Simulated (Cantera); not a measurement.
**Transport properties of process gases**

Gas mixture: C3H8 : H2 : C2H2 = 0.76 : 0.17 : 0.79 (molar parts), at 0.0263 atm, frozen composition.

Cantera's kinetic-theory transport with the Lennard-Jones parameters of GRI-Mech 3.0, ideal gas; thermal conductivity in the multicomponent form. The composition is frozen, though it would react at the higher temperatures.

```tsv
T (K)	ρ (kg/m³)	cp (J/kg/K)	μ (µPa s)	λ (mW/m/K)	Pr	D (cm²/s) OH	D (cm²/s) O	D (cm²/s) N2
400	0.0254	2135	12.2	39.5	0.657	14.3	14.5	9.51
600	0.0169	2731	17.1	67.3	0.694	28.9	29.5	19.4
800	0.0127	3176	21.4	95.3	0.711	47.2	48.2	31.8
1000	0.0101	3518	25.1	123	0.719	68.8	70.2	46.4
1200	0.00846	3764	28.6	149	0.722	93.4	95.3	63.0
1400	0.00725	3969	31.8	174	0.723	121	123	81.5
1600	0.00634	4138	34.7	199	0.724	151	154	102
1800	0.00564	4276	37.6	222	0.724	184	187	124
2000	0.00507	4388	40.3	244	0.723	219	223	148
```
D: mixture-averaged diffusion coefficient of that species in the mixture.
